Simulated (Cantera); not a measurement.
A freely propagating, adiabatic, planar premixed flame of CH4 : O2 : N2 = 1 : 2.38 : 8.95 (molar parts), unburnt at 500 K and 500000 Pa; mixture-averaged transport, grid criteria slope 0.08 and curve 0.16, no radiation.

Computed with Cantera and GRI-Mech 3.0 (53 species, 325 reactions). Burning velocities carry a grid error of a few per cent, more on coarse grids.

x: mole fraction of selected species; z is measured from the peak of heat release.

| z (mm) | T (K) | u (m/s) | x CH4 | x O2 | x HO2 | x NO | x H2 | x CH2O |
|---|---|---|---|---|---|---|---|---|
| -0.385 | 501 | 0.408 | 0.0810 | 0.193 | 9.74e-8 | <1e-8 | [?] | 3.36e-7 |
| -0.257 | 506 | 0.412 | 0.0806 | 0.192 | 9.18e-7 | <1e-8 | [?] | 4.24e-6 |
| -0.193 | 523 | 0.427 | 0.0793 | 0.191 | 4.24e-6 | 2.31e-8 | [?] | 2.43e-5 |
| -0.128 | 620 | 0.509 | 0.0733 | 0.183 | 2.76e-5 | 1.92e-7 | [?] | 0.000192 |
| -0.0642 | 1040 | 0.860 | 0.0484 | 0.146 | 0.000148 | 2.31e-6 | [?] | 0.00109 |
| -0.0321 | 1429 | 1.19 | 0.0250 | 0.107 | 0.000215 | 5.68e-6 | 0.00758 | 0.00123 |
| 0 | 1805 | 1.50 | 0.00444 | 0.0653 | 0.000124 | 1.05e-5 | 0.00705 | 0.000461 |
| 0.0321 | 1964 | 1.63 | 0.000143 | 0.0451 | 3.05e-5 | 1.59e-5 | [?] | 3.17e-5 |
| 0.0642 | 2033 | 1.68 | 2.85e-6 | 0.0391 | 1.81e-5 | 1.98e-5 | [?] | 7.89e-7 |
| 0.128 | 2107 | 1.73 | <1e-8 | 0.0351 | 1.01e-5 | 2.50e-5 | [?] | <1e-8 |
| 0.257 | 2164 | 1.77 | <1e-8 | 0.0327 | 5.16e-6 | 3.15e-5 | [?] | <1e-8 |
| 0.514 | 2193 | 1.79 | <1e-8 | 0.0316 | 3.17e-6 | 3.91e-5 | [?] | <1e-8 |
| 1.03 | 2201 | 1.80 | <1e-8 | 0.0313 | 2.75e-6 | 5.00e-5 | [?] | <1e-8 |

Task: Fill in the missing entries.

Result: 
- -0.385, x H2: 0.000590
- -0.257, x H2: 0.00144
- -0.193, x H2: 0.00239
- -0.128, x H2: 0.00407
- -0.0642, x H2: 0.00645
- 0.0321, x H2: 0.00451
- 0.0642, x H2: 0.00339
- 0.128, x H2: 0.00236
- 0.257, x H2: 0.00129
- 0.514, x H2: 0.000663
- 1.03, x H2: 0.000495
